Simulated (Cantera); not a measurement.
A perfectly stirred reactor is fed with NH3 : H2 = 1 : 7.4 (molar parts), at 0.0160 bar; it is held at 2100 K, and followed from long to short residence time.

Cantera simulation using the gas-phase N/H chemistry of the illustrative SiF4/NH3 mechanism in the Surface Chemkin manual (1991); the numbers are that mechanism's predictions, not measurements. Walls and surfaces, which speed up NH3 decomposition in real reactors, are not modelled.

Problem. What does this change do: pressure from 0.0160 bar to 0.133 bar?

Solution. 
```json
[
 {"quantity": "x(NH3) at τ = 9.60 s", "before": "0.00388", "after": "0.000712"},
 {"quantity": "x(H2) at τ = 9.60 s", "before": "0.940", "after": "0.939"},
 {"quantity": "x(N) at τ = 9.60 s", "before": "4.40e-6", "after": "2.49e-6"},
 {"quantity": "x(NH2) at τ = 9.60 s", "before": "6.47e-5", "after": "1.72e-5"},
 {"quantity": "x(H) at τ = 9.60 s", "before": "0.00521", "after": "0.00756"},
 {"quantity": "x(NH3) at τ = 0.170 s", "before": "0.0955", "after": "0.0450"},
 {"quantity": "x(H2) at τ = 0.170 s", "before": "0.892", "after": "0.920"},
 {"quantity": "x(N) at τ = 0.170 s", "before": "2.45e-6", "after": "2.03e-6"},
 {"quantity": "x(NH2) at τ = 0.170 s", "before": "0.000457", "after": "0.000258"},
 {"quantity": "x(H) at τ = 0.170 s", "before": "0.00142", "after": "0.00176"}
]
```

Problem. What does this change do: H2 7.4 to 5 parts?

Solution. 
| quantity | before | after |
|---|---|---|
| x(NH3) at τ = 9.60 s | 0.00388 | 0.00686 |
| x(H2) at τ = 9.60 s | 0.940 | 0.921 |
| x(N) at τ = 9.60 s | 4.40e-6 | 3.61e-6 |
| x(NH2) at τ = 9.60 s | 6.47e-5 | 8.86e-5 |
| x(H) at τ = 9.60 s | 0.00521 | 0.00396 |
| x(NH3) at τ = 0.170 s | 0.0955 | 0.131 |
| x(H2) at τ = 0.170 s | 0.892 | 0.852 |
| x(N) at τ = 0.170 s | 2.45e-6 | 2.53e-6 |
| x(NH2) at τ = 0.170 s | 0.000457 | 0.000575 |
| x(H) at τ = 0.170 s | 0.00142 | 0.00124 |
